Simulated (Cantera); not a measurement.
Feed: 1 mol SiCl4, 0.076 mol CH4, 13 mol H2, at 1348 K and 0.0270 bar.

Method: chemical equilibrium by Gibbs-energy minimisation in Cantera with the NASA 1993 tables (ideal gas, pure condensed phases). Candidate condensed phases: C, C6H6, C7H8, C8H18, Si, SiC; 109 gas species. The tables' values for SiCl3 are old estimates; treat these amounts as uncertain. Equilibrium is a limit: real reactors are often held back by kinetics, nucleation or transport.

Base state: H2 0.817, HCl 0.122, SiCl2 0.0456, SiCl3 0.00749, SiCl4 0.00618, SiHCl3 0.00236, SiH2Cl2 0.000131, H 1.27e-5 (mole fractions); condensed: SiC(s).

**Question.** What changes in the equilibrium state with this change: SiCl4 replaced by (CH3)2SiCl2?

**Answer.** 
| species | before | after |
|---|---|---|
| H2 | 0.817 | 0.884 |
| HCl | 0.122 | 0.116 |
| SiCl2 | 0.0456 | 0.000161 |
| SiCl3 | 0.00749 | 2.43e-5 |
| SiCl4 | 0.00618 | 1.84e-5 |
| SiHCl3 | 0.00236 | 7.96e-6 |
| CH4 | 4.41e-7 | 0.000123 |
| SiC(s), mol | 0.0760 | 0.996 |
| C(graphite), mol | 0 | 1.08 |
The feed counts by its element totals alone.

**Question.** What changes in the equilibrium state with this change: SiCl4 replaced by SiH4?

**Answer.** 
```
species       before    after
-----------  -------  -------
H2             0.817    1.000
H            1.27e-5  1.41e-5
HCl            0.122        0
SiCl2         0.0456        0
SiCl3        0.00749        0
SiCl4        0.00618        0
SiC(s), mol   0.0760   0.0760
Si(s), mol         0    0.924
```
Mutual solubility and eutectic melting of coexisting phases are not modelled.
